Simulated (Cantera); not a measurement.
A closed system holds: 1 mol Si2H6, 0.55 mol H2O, 9.5 mol N2, at 1825 °C and 10000 Pa.

Equilibrium computed with Cantera from the NASA thermochemical tables; the gas is ideal and each condensed phase is pure. Candidate condensed phases: H2O, Si, SiO2, Si2N2O, Si3N4; 35 gas species. The feed counts by its element totals alone. The tables' values for SiN are old estimates; treat these amounts as uncertain. Gases not in the tables: Si2H6 and higher silanes. Rates play no part.

Base state: N2 0.696, H2 0.257, SiO 0.0403, H 0.00494, Si 0.00131, SiH 0.000114, Si2N 8.64e-5, SiN 7.19e-5 (mole fractions); condensed: Si(l).

Q: What changes in the equilibrium state with this change: H2O from 0.55 to 0.83 mol?

A: 
```
species      before    after
----------  -------  -------
N2            0.696    0.668
H2            0.257    0.267
SiO          0.0403   0.0584
SiH2        4.65e-5  4.82e-5
Si2N        8.64e-5  8.47e-5
SiN         7.19e-5  7.04e-5
Si(l), mol     1.43     1.15
```

Q: What changes in the equilibrium state with this change: pressure from 10000 Pa to 5900 Pa?

A: 
| species | before | after |
|---|---|---|
| N2 | 0.696 | 0.694 |
| H2 | 0.257 | 0.256 |
| SiO | 0.0403 | 0.0402 |
| H | 0.00494 | 0.00642 |
| Si2 | 1.70e-5 | 2.88e-5 |
| Si | 0.00131 | 0.00222 |
| SiN | 7.19e-5 | 9.35e-5 |
| Si2N | 8.64e-5 | 0.000112 |
| SiH | 0.000114 | 0.000148 |
| Si(l), mol | 1.43 | 1.41 |

Q: What changes in the equilibrium state with this change: temperature from 1825 °C to 1127 °C?

A: 
```tsv
species	before	after
N2	0.696	0.702
H2	0.257	0.298
H	0.00494	8.40e-6
SiO	0.0403	2.77e-8
Si	0.00131	<1e-9
SiH	0.000114	<1e-9
Si(l), mol	1.43	0
Si2N2O(s), mol	0	0.550
Si3N4(s), mol	0	0.300
```
N2 is the only nitrogen source here; it is nearly inert below about 1500 K, so the nitride shown seldom forms there in practice. Mutual solubility and eutectic melting of coexisting phases are not modelled.
